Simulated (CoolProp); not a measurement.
Properties of R22 along the isobar 101 kPa.

Model: reference Helmholtz-energy equation of state, Kamei 1995, in CoolProp.

```json
[
 {"T (°C)": "41.25", "phase": "gas", "density (kg/m³)": "3.382", "Joule-Thomson coefficient (K/MPa)": "18.45", "isothermal compressibility (1/MPa)": "10.02", "Prandtl number": "0.785"},
 {"T (°C)": "48.25", "phase": "gas", "density (kg/m³)": "3.305", "Joule-Thomson coefficient (K/MPa)": "17.26", "isothermal compressibility (1/MPa)": "10.01", "Prandtl number": "0.781"},
 {"T (°C)": "55.25", "phase": "gas", "density (kg/m³)": "3.232", "Joule-Thomson coefficient (K/MPa)": "16.19", "isothermal compressibility (1/MPa)": "10.01", "Prandtl number": "0.778"},
 {"T (°C)": "62.25", "phase": "gas", "density (kg/m³)": "3.162", "Joule-Thomson coefficient (K/MPa)": "15.21", "isothermal compressibility (1/MPa)": "9.999", "Prandtl number": "0.774"},
 {"T (°C)": "69.15", "phase": "gas", "density (kg/m³)": "3.097", "Joule-Thomson coefficient (K/MPa)": "14.33", "isothermal compressibility (1/MPa)": "9.992", "Prandtl number": "0.771"},
 {"T (°C)": "76.15", "phase": "gas", "density (kg/m³)": "3.033", "Joule-Thomson coefficient (K/MPa)": "13.52", "isothermal compressibility (1/MPa)": "9.986", "Prandtl number": "0.768"},
 {"T (°C)": "83.15", "phase": "gas", "density (kg/m³)": "2.971", "Joule-Thomson coefficient (K/MPa)": "12.77", "isothermal compressibility (1/MPa)": "9.980", "Prandtl number": "0.764"},
 {"T (°C)": "90.15", "phase": "gas", "density (kg/m³)": "2.913", "Joule-Thomson coefficient (K/MPa)": "12.08", "isothermal compressibility (1/MPa)": "9.975", "Prandtl number": "0.761"},
 {"T (°C)": "97.15", "phase": "gas", "density (kg/m³)": "2.856", "Joule-Thomson coefficient (K/MPa)": "11.45", "isothermal compressibility (1/MPa)": "9.970", "Prandtl number": "0.758"},
 {"T (°C)": "104.05", "phase": "gas", "density (kg/m³)": "2.803", "Joule-Thomson coefficient (K/MPa)": "10.87", "isothermal compressibility (1/MPa)": "9.966", "Prandtl number": "0.755"},
 {"T (°C)": "111.05", "phase": "gas", "density (kg/m³)": "2.751", "Joule-Thomson coefficient (K/MPa)": "10.33", "isothermal compressibility (1/MPa)": "9.962", "Prandtl number": "0.751"}
]
```

Viscosity comes from a separate model (Bell 2016), an estimate that may be off by 10 % or more. Thermal conductivity comes from a separate model (McLinden 2000), an estimate that may be off by 10 % or more.
